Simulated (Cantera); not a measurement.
What does this Cantera script print?

```python
import numpy as np
import cantera as ct

gas_names = [...]  # 151 gases of nasa_gas.yaml made of C, H, N, O, Si
cond_names = """
    C(gr) C6H6(L) C7H8(L) C8H18(L),n-octa H2O(s) H2O(L) Si(cr) Si(L) SiC(b) SiO2(Lqz) SiO2(hqz) SiO2(L)
    Si2N2O(s) Si3N4(a)
""".split()


# ... load() reads the species with a 1 bar reference pressure and builds the phases ...
atoms = {
    'HMDSO': {'Si': 2, 'C': 6, 'H': 18, 'O': 1},
    'NO': {'N': 1, 'O': 1},
}
top_T = {'C(gr)': 4500, 'SiC(b)': 3050, 'Si2N2O(s)': 2100, 'Si3N4(a)': 2400}  # K; cautious upper limits of use, not melting points


# ... equilibrate(T, P, feed) seeds the gas with the atoms and calls Mixture.equilibrate('TP', solver="vcs", rtol=1e-11, max_steps=5000) ...
results = []
feed = {'HMDSO': 1, 'NO': 0.16}  # mol
T = 898.15  # K
P = 24  # Pa
mix = equilibrate(T, P, feed)
results.append((T, P, feed, dict(zip(mix.species_names, mix.species_moles))))
print(gas.report(threshold=1e-06))
for i in range(1, mix.n_phases):
    print(f"{mix.phase(i).name:16s} {mix.phase_moles(i):12.5e} mol")
```

It prints:

```
       temperature   898.15 K
          pressure   24 Pa
           density   6.4833e-06 kg/m^3
  mean mol. weight   2.0173 kg/kmol
   phase of matter   gas

                          1 kg             1 kmol
                     ---------------   ---------------
          enthalpy        8.7326e+06        1.7616e+07  J
   internal energy        5.0307e+06        1.0148e+07  J
           entropy        1.1516e+05        2.3232e+05  J/K
    Gibbs function       -9.4701e+07       -1.9104e+08  J
 heat capacity c_p             14855             29968  J/K
 heat capacity c_v             10734             21653  J/K

                      mass frac. Y      mole frac. X     chem. pot. / RT
                     ---------------   ---------------   ---------------
               CH4        0.00061015        7.6722e-05           -52.537
                CO        0.00011331        8.1609e-06           -60.181
                H2           0.99928           0.99992            -25.58
     [ +148 minor]        6.6626e-08        1.3284e-08

C(gr)             4.69920e+00 mol
Si(cr)            0.00000e+00 mol
SiC(b)            1.30004e+00 mol
SiO2(hqz)         5.39963e-01 mol
Si2N2O(s)         8.00000e-02 mol
Si3N4(a)          0.00000e+00 mol
```

Equilibrium computed with Cantera from the NASA thermochemical tables; the gas is ideal and each condensed phase is pure. The feed counts by its element totals alone.
